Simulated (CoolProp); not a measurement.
The fluid at 298.15 K and 4.46 MPa flows at 0.7 m/s in a round tube of 6 mm bore and 0.25 µm roughness, fully developed (64/Re and Nu = 3.66 if laminar; Colebrook and Gnielinski if turbulent). The same conditions are run with several fluids, on thermodynamics alone (safety and materials aside).

Model: reference Helmholtz-energy equation of state of each fluid (sulfur hexafluoride: Guder 2009; propylene: Lemmon 2013; R134a: Tillner-Roth 1994; R11: Jacobsen 1992; R123: Younglove 1994), in CoolProp.

| fluid | Reynolds number | Darcy friction factor | pressure drop (Pa/m) | heat-transfer coefficient (W/(m² K)) | mass flow (kg/h) |
|---|---|---|---|---|---|
| sulfur hexafluoride | 44000 | 0.0216 | (withheld) | 1840 | 101 |
| propylene | 21500 | 0.0255 | 538 | 1860 | (withheld) |
| R134a | 24800 | 0.0247 | 1240 | 1860 | 87.5 |
| R11 | 13800 | (withheld) | 1730 | 1310 | 106 |
| R123 | 14000 | 0.0284 | 1710 | 1290 | 105 |

Question: Complete the blanks.

Answer: 
- sulfur hexafluoride, pressure drop (Pa/m): 1250
- propylene, mass flow (kg/h): 36.8
- R11, Darcy friction factor: 0.0285

Transport values come from each fluid's own correlations; those of propylene, R134a, R11 are estimates that may be off by 10 % or more.
